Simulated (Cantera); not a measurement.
An adiabatic, constant-volume homogeneous reactor starts with H₂ : O₂ : N₂ = 1 : 0.667 : 2.51 (molar parts), equivalence ratio 0.75, at 1373 K and 27.0 bar. Integrator tolerance rtol = 1e-08.

Detailed kinetics in Cantera: GRI-Mech 3.0 (53 species, 325 reactions). The hydrogen kinetics of GRI-Mech 3.0 are dated; newer H2 mechanisms differ, most at raised pressure. The pressure lies above the range GRI-Mech 3.0 was tuned for (to about 10 atm). Above 3000 K some thermodynamic fits are extrapolated.

```
quantity                                                            before                                    after
---------------------------------  ---------------------------------------  ---------------------------------------
time of steepest temperature rise                                  4.33 µs                                 0.292 µs
temperature at 5.00 s                                               3100 K                                   3252 K
equilibrium temperature                                             3100 K                                   3252 K
x(H₂) at 5.00 s                      0.0113 (gas-phase equilibrium 0.0113)    0.0184 (gas-phase equilibrium 0.0184)
x(O₂) at 5.00 s                      0.0333 (gas-phase equilibrium 0.0333)    0.0323 (gas-phase equilibrium 0.0323)
x(H₂O₂) at 5.00 s                  6.56e-6 (gas-phase equilibrium 6.56e-6)  6.83e-6 (gas-phase equilibrium 6.83e-6)
x(HO₂) at 5.00 s                   5.37e-5 (gas-phase equilibrium 5.37e-5)  6.24e-5 (gas-phase equilibrium 6.24e-5)
x(O) at 5.00 s                     0.00393 (gas-phase equilibrium 0.00393)  0.00671 (gas-phase equilibrium 0.00671)
x(N₂O) at 5.00 s                   7.58e-6 (gas-phase equilibrium 7.58e-6)  8.07e-6 (gas-phase equilibrium 8.07e-6)
x(OH) at 5.00 s                      0.0237 (gas-phase equilibrium 0.0237)    0.0319 (gas-phase equilibrium 0.0319)
```

Problem. Name the change that produced these shifts.
A. initial temperature 1373 to 1350 K
B. H2 1 to 0.51 parts
C. initial temperature 1373 to 1725 K
D. N2 2.51 to 5.9 parts

Solution. C, initial temperature 1373 to 1725 K
